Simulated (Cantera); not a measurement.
A closed system holds: 1 mol Si3H8, 88 mol N2, equilibrated at 923 K and 2.20 mbar.

Cantera equilibrium calculation (NASA polynomials, part measured and part estimated; ideal gas, pure solids and liquids). Candidate condensed phases: Si, Si3N4; 18 gas species. The feed counts by its element totals alone. N2 is the only nitrogen source here; it is nearly inert below about 1500 K, so the nitride shown seldom forms there in practice. Equilibrium is a limit: real reactors are often held back by kinetics, nucleation or transport.

Task: What is the equilibrium state?

Result: 
```
Quantity                              Value
--------------------------------  ---------
x(N2)                                 0.956
x(H2)                                0.0444
n(Si3N4(s))                        1.00 mol
gas amount                        90.00 mol
log10 activity of Si(s) (absent)      -6.49
```
